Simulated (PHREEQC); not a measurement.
## Silver or lead bath (model solution)

A solution holds 1.4 mmol/kgw PbCl2, 3.8 mmol/kgw HF and 16 mmol/kgw Zn(NO3)2, at 20 °C. Closed to the air; pH follows from the charge balance.

The numbers come from PHREEQC with the ion-association model, wateq4f.dat.

The pH comes out as 2.86 and the ionic strength is 0.0529 mol/kgw. The total alkalinity is -3.80 meq/kg.

```tsv
species	molality	activity	log γ
NO3-	0.0318	0.0255	-0.095
Zn+2	0.0158	0.00756	-0.320
Cl-	0.00271	0.00220	-0.091
HF	0.00215	0.00218	0.005
H+	0.00160	0.00137	-0.069
F-	0.00144	0.00116	-0.092
Pb+2	0.00111	0.000500	-0.346
PbNO3+	0.000230	0.000189	-0.087
ZnF+	0.000142	0.000116	-0.087
PbCl+	4.70e-5	3.85e-5	-0.087
ZnCl+	4.39e-5	3.57e-5	-0.089
```

Precipitation was switched off in this run. The solution is supersaturated, for example in Matlockite, so a real one may precipitate; this is no full list. Species that the database lacks are ignored.
